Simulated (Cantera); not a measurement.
Input (Python, Cantera) and output of one run.

```python
import numpy as np
import cantera as ct

gas_names = [...]  # 136 gases of nasa_gas.yaml made of C, H, N, O
cond_names = """
    C(gr) C6H6(L) C7H8(L) C8H18(L),n-octa H2O(s) H2O(L)
""".split()


# ... load() reads the species with a 1 bar reference pressure and builds the phases ...
atoms = {
    'CH4': {'C': 1, 'H': 4},
    'H2O': {'H': 2, 'O': 1},
    'N2': {'N': 2},
}
top_T = {'C(gr)': 4500}  # K; cautious upper limits of use, not melting points


# ... equilibrate(T, P, feed) seeds the gas with the atoms and calls Mixture.equilibrate('TP', solver="vcs", rtol=1e-11, max_steps=5000) ...
results = []
feed = {'CH4': 1, 'H2O': 0.041, 'N2': 11}  # mol
P = 94  # Pa
for T in [1923, 1973, 2023, 2073, 2123, 2173, 2223, 2273, 2323, 2373, 2423, 2473, 2523, 2573]:
    mix = equilibrate(T, P, feed)
    results.append((T, P, feed, dict(zip(mix.species_names, mix.species_moles))))

top = {s: max(r[3][s] / sum(r[3][g] for g in gas_names) for r in results) for s in gas_names}
cols = sorted((s for s in top if top[s] > 1e-06), key=lambda s: -top[s])[:6]
seen = [c for c in cond_names if any(r[3].get(c, 0) > 1e-12 for r in results)]
print("log10 of partial pressures in bar; condensed amounts in mol")
print(f"{'T/K':>10s}" + "".join(f"{s[:9]:>10s}" for s in cols + seen))
for T, P, feed, n in results:
    ng = sum(n[g] for g in gas_names)
    print(f"{T:10.4g}" + "".join(f"{np.log10(max(n[s] / ng * P / 1e5, 1e-99)):10.3f}" for s in cols)
          + "".join(f"{n.get(c, 0):10.4g}" for c in seen))
```

Output:

```
log10 of partial pressures in bar; condensed amounts in mol
       T/K        N2         H        H2       HCN        CN        CO     C(gr)
      1923    -3.106    -4.955    -3.859    -5.451    -8.255    -5.533    0.9051
      1973    -3.107    -4.804    -3.869    -5.366    -7.957    -5.534    0.8927
      2023    -3.109    -4.662    -3.882    -5.288    -7.674    -5.536    0.8785
      2073    -3.111    -4.530    -3.899    -5.216    -7.405    -5.538    0.8624
      2123    -3.113    -4.406    -3.921    -5.151    -7.149    -5.540    0.8446
      2173    -3.117    -4.291    -3.949    -5.092    -6.905    -5.543    0.8253
      2223    -3.120    -4.186    -3.984    -5.041    -6.673    -5.546    0.8047
      2273    -3.125    -4.090    -4.028    -4.998    -6.451    -5.550    0.7831
      2323    -3.130    -4.004    -4.081    -4.962    -6.239    -5.554    0.7608
      2373    -3.135    -3.928    -4.146    -4.936    -6.037    -5.559    0.7373
      2423    -3.140    -3.862    -4.222    -4.917    -5.844    -5.564    0.7114
      2473    -3.145    -3.807    -4.311    -4.908    -5.658    -5.569    0.6796
      2523    -3.151    -3.762    -4.412    -4.906    -5.480    -5.574    0.6349
      2573    -3.156    -3.726    -4.524    -4.913    -5.309    -5.579    0.5635
```

Cantera equilibrium calculation (NASA polynomials, part measured and part estimated; ideal gas, pure solids and liquids).
